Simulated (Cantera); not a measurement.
A closed system holds: 1 mol Ta2O5, 1.6 mol C, 0.61 mol H2, equilibrated at 3300 Torr.

These are equilibrium values from Cantera (NASA tables, ideal gas, pure condensed phases), not measurements of a reactor. Candidate condensed phases: C, C6H6, C7H8, C8H18, H2O, Ta, TaC, Ta2O5; 113 gas species. Mutual solubility and eutectic melting of coexisting phases are not modelled. TaC: taken at fixed stoichiometry. Condensed phases not in the tables: Ta2C. The numbers say what is thermodynamically allowed, not how fast it happens.

**Question.** At 1652 °C, list the 4 most abundant gas species with their mole fractions, and the condensed phases.

**Answer.** CO 0.650, H2 0.344, H2O 0.00406, CO2 0.00178. Condensed: TaC(s) + Ta2O5(s).
